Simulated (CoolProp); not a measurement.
Hydrogen chloride along the isotherm 29.45 °C: density (kg/m³) from the reference equation and from simpler models built on Tc = 51.5 °C, pc = 83.14 bar, ω = 0.130; each cubic takes its own stable root.

Values from CoolProp's reference Helmholtz-energy equation of state, Thol 2018.

| p (bar) | phase | reference | van der Waals | Peng-Robinson |
|---|---|---|---|---|
| 14.8 | gas | 23.52 | 22.97 | 23.49 |
| 29.7 | gas | 53.23 | 50.24 | 52.88 |
| 44.5 | gas | 95.29 | 84.50 | 93.05 |
| 59.4 | liquid | 793.3 | 137.3 | 714.8 |
| 74.2 | liquid | 812.4 | 487.0 | 740.4 |
| 89.1 | liquid | 827.9 | 508.2 | 761.3 |
| 104 | liquid | 841.1 | 524.0 | 779.0 |
| 119 | liquid | 852.7 | 536.9 | 794.5 |
| 134 | liquid | 863.1 | 547.8 | 808.4 |
| 148 | liquid | 872.0 | 556.6 | 820.1 |
| 163 | liquid | 880.7 | 565.1 | 831.6 |
| 178 | liquid | 888.8 | 572.7 | 842.2 |
| 193 | liquid | 896.4 | 579.7 | 852.0 |
| 208 | liquid | 903.5 | 586.0 | 861.2 |

At some of these states van der Waals gives the other phase, because its saturation line lies elsewhere.
